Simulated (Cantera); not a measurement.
Feed: 1 mol Ta, 8 mol O2, 3.1 mol H2, equilibrated at 0.0133 bar.

Cantera equilibrium calculation (NASA polynomials, part measured and part estimated; ideal gas, pure solids and liquids). Candidate condensed phases: H2O, Ta, Ta2O5; 12 gas species. Equilibrium is a limit: real reactors are often held back by kinetics, nucleation or transport.

Task: Which condensed phases are stable at each of these points (T (°C)): 1177, 1277, 1377, 1477, 1577, 1677, 1777, 1877, 1977, 2077, 2177, 2277, 2377, 2477?

Result: 
```csv
T (°C),condensed phases,Ta condensed (%)
1177,Ta2O5(s),100.0
1277,Ta2O5(s),100.0
1377,Ta2O5(s),100.0
1477,Ta2O5(s),100.0
1577,Ta2O5(s),100.0
1677,Ta2O5(s),100.0
1777,Ta2O5(s),100.0
1877,Ta2O5(l),100.0
1977,Ta2O5(l),100.0
2077,Ta2O5(l),99.9
2177,Ta2O5(l),99.5
2277,Ta2O5(l),98.0
2377,Ta2O5(l),92.6
2477,Ta2O5(l),73.5
```

From 1177 °C to 1777 °C the condensed part is Ta2O5(s). From 1877 °C to 2477 °C the condensed part is Ta2O5(l).
